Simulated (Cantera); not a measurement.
Mixture: CH₄ : O₂ : N₂ = 1 : 2.74 : 9.32 (molar parts), equivalence ratio 0.73, at 23.0 bar, adiabatic and at constant pressure. Ignition delay is the time to a rise of 400 K.

Detailed kinetics in Cantera: GRI-Mech 3.0 (53 species, 325 reactions). The pressure lies above the range GRI-Mech 3.0 was tuned for (to about 10 atm).

What does this change do: 0.048 parts C2H6 added?


```tsv
quantity	before	after
delay at 1098 K	6.09 ms	2.82 ms
delay at 1298 K	0.505 ms	0.261 ms
delay at 1498 K	73.6 µs	41.8 µs
delay at 1698 K	14.9 µs	8.81 µs
delay at 1898 K	4.02 µs	2.53 µs
apparent activation energy between 1698 and 1898 K	180 kJ/mol	170 kJ/mol
```
